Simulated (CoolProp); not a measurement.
n-decane along the isobar 0.101 MPa: density (kg/m³) from the reference equation and from simpler models built on Tc = 617.7 K, pc = 2.101 MPa, ω = 0.488; each cubic takes its own stable root.

Model: reference Helmholtz-energy equation of state, Lemmon 2006, in CoolProp. It is a short technical equation, of lower accuracy than the large ones.

```json
[
 {"T (K)": "268.8", "phase": "liquid", "reference": "749.4", "van der Waals": "395.1", "Redlich-Kwong": "588.3", "Peng-Robinson": "683.1"},
 {"T (K)": "296.2", "phase": "liquid", "reference": "728.0", "van der Waals": "386.1", "Redlich-Kwong": "573.9", "Peng-Robinson": "671.5"},
 {"T (K)": "323.6", "phase": "liquid", "reference": "706.7", "van der Waals": "376.6", "Redlich-Kwong": "558.3", "Peng-Robinson": "658.4"},
 {"T (K)": "351", "phase": "liquid", "reference": "685.2", "van der Waals": "5.212", "Redlich-Kwong": "541.4", "Peng-Robinson": "643.8"},
 {"T (K)": "378.3", "phase": "liquid", "reference": "663.3", "van der Waals": "4.791", "Redlich-Kwong": "523.1", "Peng-Robinson": "627.3"},
 {"T (K)": "405.7", "phase": "liquid", "reference": "640.6", "van der Waals": "4.435", "Redlich-Kwong": "4.508", "Peng-Robinson": "608.5"},
 {"T (K)": "433.1", "phase": "liquid", "reference": "616.8", "van der Waals": "4.130", "Redlich-Kwong": "4.182", "Peng-Robinson": "586.9"},
 {"T (K)": "460.5", "phase": "gas", "reference": "3.977", "van der Waals": "3.866", "Redlich-Kwong": "3.903", "Peng-Robinson": "3.945"},
 {"T (K)": "487.8", "phase": "gas", "reference": "3.707", "van der Waals": "3.636", "Redlich-Kwong": "3.663", "Peng-Robinson": "3.693"}
]
```

At some of these states van der Waals, Redlich-Kwong gives the other phase, because its saturation line lies elsewhere.
